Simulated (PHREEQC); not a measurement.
# Copper plating or etch bath: an equilibrium model

Make-up at 20 °C: 0.0029 mol CuSO4, 5.9e-05 mol H2SO4 and 0.00011 mol H3BO3 per kg of water. Closed to the air; pH follows from the charge balance.

Computed with PHREEQC (ion-association model, wateq4f.dat).

Each row changes one thing in this solution. No solid was allowed to form.

```
case                                     pH  ionic strength (mol/kgw)  SO4-2 (mol/kgw)  HSO4- (mol/kgw)  H2BO3- (mol/kgw)
-------------------------------------  ----  ------------------------  ---------------  ---------------  ----------------
as made                                4.02                   0.00966          0.00242          1.49e-5          6.80e-10
temperature from 20 to 30 °C           4.04                   0.00957          0.00240          1.78e-5          8.41e-10
H3BO3 from 0.00011 to 0.00055 mol/kgw  4.02                   0.00966          0.00242          1.49e-5           3.40e-9
temperature from 20 to 25 °C           4.03                   0.00962              [?]          1.62e-5          7.57e-10
diluted 10-fold with water              [?]                   0.00113         0.000284          2.54e-7          5.23e-10
CuSO4 left out                         3.94                  0.000176          5.84e-5          5.65e-7          5.06e-10
H3BO3 from 0.00011 to 2.2e-05 mol/kgw  4.02                   0.00966          0.00242          1.49e-5          1.36e-10
0.00043 mol/kgw H3PO4 added            3.38                    0.0100          0.00238          6.51e-5          1.53e-10
diluted 5-fold with water              4.66                       [?]         0.000552          9.07e-7               [?]
```

Task: Complete the blanks.

Result: 
- temperature from 20 to 25 °C, SO4-2 (mol/kgw): 0.00241
- diluted 10-fold with water, pH: 4.94
- diluted 5-fold with water, ionic strength (mol/kgw): 0.00220
- diluted 5-fold with water, H2BO3- (mol/kgw): 5.56e-10

H3PO4, which wateq4f.dat lacks, is added to it with the constant of phreeqc.dat. The database has no phosphate complexes of Cu.
